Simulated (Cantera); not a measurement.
Feed: 1 mol PbO, 0.22 mol H2, held at 1.00 mbar.

Cantera equilibrium calculation (NASA polynomials, part measured and part estimated; ideal gas, pure solids and liquids). Candidate condensed phases: H2O, Pb, PbO, PbO2, Pb3O4; 12 gas species. Mutual solubility and eutectic melting of coexisting phases are not modelled. Gases not in the tables: (PbO)n polymers. Kinetics and transport are ignored.

Q: Which condensed phases are stable at each of these points (T (K)): 525, 625, 725, 825, 925, 1025, 1125, 1225, 1325, 1425?

A: 
| T (K) | condensed phases | Pb condensed (%) |
|---|---|---|
| 525 | Pb(s) + PbO(red) | 100.0 |
| 625 | Pb(l) + PbO(red) | 100.0 |
| 725 | Pb(l) + PbO(red) | 100.0 |
| 825 | Pb(l) + PbO(yellow) | 100.0 |
| 925 | Pb(l) + PbO(yellow) | 99.9 |
| 1025 | Pb(l) + PbO(yellow) | 99.4 |
| 1125 | Pb(l) + PbO(yellow) | 94.5 |
| 1225 | PbO(l) | 72.4 |
| 1325 | gas only | 0.0 |
| 1425 | gas only | 0.0 |

At 525 K the condensed part is Pb(s) + PbO(red). From 625 K to 725 K the condensed part is Pb(l) + PbO(red). From 825 K to 1125 K the condensed part is Pb(l) + PbO(yellow). At 1225 K the condensed part is PbO(l). From 1325 K to 1425 K nothing is condensed.
